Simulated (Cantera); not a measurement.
Input (Python, Cantera):

```python
import numpy as np
import cantera as ct

gas = ct.Solution("h2o2.yaml")
gas.TPX = 373, 13332, {'H2': 1, 'O2': 0.794, 'N2': 2.7}
flame = ct.FreeFlame(gas, width=0.16)
flame.set_refine_criteria(ratio=3, slope=0.08, curve=0.16)
flame.transport_model = "mixture-averaged"
flame.solve(loglevel=0, auto=True)
z, T = flame.grid, flame.T
thick = (T[-1] - T[0]) / np.gradient(T, z).max()
show = ['H2', 'O2', 'H2O', 'HO2', 'H2O2', 'O']
print(f"laminar burning velocity  {flame.velocity[0] * 100:.3f} cm/s")
print(f"burnt temperature         {T[-1]:.1f} K")
print(f"thermal thickness         {thick * 1e3:.4f} mm")
print(f"grid points               {len(z)}")
z0 = z[flame.heat_release_rate.argmax()]
print(f"{'z/mm':>9s}{'T/K':>9s}{'u/(m/s)':>9s}" + "".join(f"{s:>11s}" for s in show))
rows = []
for k in (-3, -2, -1.5, -1, -0.5, -0.25, 0, 0.25, 0.5, 1, 2, 4, 8):
    zz = z0 + k * thick
    rows.append([k * thick, np.interp(zz, z, T), np.interp(zz, z, flame.velocity),
                 *(np.interp(zz, z, flame.X[gas.species_index(s)]) for s in show)])
    print(f"{rows[-1][0] * 1e3:9.3f}{rows[-1][1]:9.1f}{rows[-1][2]:9.3f}" + "".join(f"{x:11.3e}" for x in rows[-1][3:]))
```

It prints:

```
laminar burning velocity  195.693 cm/s
burnt temperature         2019.0 K
thermal thickness         4.9529 mm
grid points               118
     z/mm      T/K  u/(m/s)         H2         O2        H2O        HO2       H2O2          O
  -14.859    373.0    1.957  2.225e-01  1.767e-01  7.240e-14  1.696e-14  3.448e-16  4.085e-15
   -9.906    373.0    1.957  2.225e-01  1.767e-01  9.236e-12  2.461e-12  6.649e-14  3.774e-13
   -7.429    373.0    1.957  2.225e-01  1.767e-01  3.314e-10  1.057e-10  2.986e-12  9.416e-12
   -4.953    373.0    1.957  2.224e-01  1.767e-01  5.320e-08  2.281e-08  6.724e-10  8.147e-10
   -2.476    385.0    2.007  2.167e-01  1.777e-01  4.101e-04  7.907e-05  6.390e-06  1.812e-06
   -1.238    626.8    3.178  1.784e-01  1.735e-01  2.098e-02  6.231e-05  1.632e-05  1.443e-04
    0.000   1026.6    5.056  8.806e-02  1.380e-01  1.013e-01  2.326e-05  1.049e-06  4.941e-03
    1.238   1290.0    6.304  2.698e-02  9.182e-02  1.791e-01  1.251e-05  1.317e-06  1.293e-02
    2.476   1415.8    6.883  1.801e-02  8.163e-02  1.962e-01  9.378e-06  9.777e-07  1.439e-02
    4.953   1552.2    7.489  1.610e-02  7.789e-02  2.054e-01  7.133e-06  5.488e-07  1.311e-02
    9.906   1686.4    8.067  1.358e-02  7.537e-02  2.148e-01  5.291e-06  2.795e-07  1.053e-02
   19.812   1808.5    8.577  9.978e-03  7.360e-02  2.245e-01  3.660e-06  1.478e-07  7.366e-03
   39.624   1904.2    8.968  6.211e-03  7.274e-02  2.333e-01  2.355e-06  8.707e-08  4.421e-03
```

Computed with Cantera and the H2/O2 subset of GRI-Mech 3.0, which has no nitrogen chemistry. Burning velocities carry a grid error of a few per cent, more on coarse grids. Lean hydrogen flames are cellular in practice and burn faster than this planar one.
